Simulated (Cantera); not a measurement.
# Low-pressure radical oxidation in H2/O2

An isothermal, constant-pressure homogeneous reactor starts with H2 : O2 = 0.44 : 1 (molar parts), equivalence ratio 0.22, at 1173 K and 0.00227 atm.

Model: GRI-Mech 3.0 (53 species, 325 reactions), integrated in Cantera. Radical loss at walls, strong at low pressure, is not modelled. The temperature is held fixed by assumption; the heat of reaction is taken as removed at once.

```tsv
t (s)	x H2	x O2	x OH	x H	x O	x H2O
1.00e-5	0.306	0.694	2.43e-12	1.97e-10	2.49e-12	<1e-12
5.76e-5	0.306	0.694	6.58e-11	1.09e-9	7.56e-11	2.07e-11
0.000332	0.306	0.694	1.22e-9	7.06e-9	1.93e-9	2.37e-9
0.00191	0.306	0.694	1.24e-7	5.48e-7	2.25e-7	7.35e-7
0.0110	0.0193	0.541	0.0115	0.130	0.0817	0.216
0.0635	0.0163	0.555	0.0108	0.104	0.0717	0.242
0.366	0.00691	0.612	0.00737	0.0222	0.0249	0.327
2.11	0.000198	0.638	0.00127	9.95e-5	0.000676	0.359
12.1	7.64e-6	0.639	0.000250	7.62e-7	2.63e-5	0.360
70.0	7.47e-7	0.639	7.84e-5	2.35e-8	2.58e-6	0.361
```
x: mole fraction; the columns are a selection and need not sum to one.

Equilibrium at this temperature and pressure: H2 6.77e-8, O2 0.639, OH 2.36e-5, H 6.44e-10, O 2.34e-7, H2O 0.361 (gas phase only).
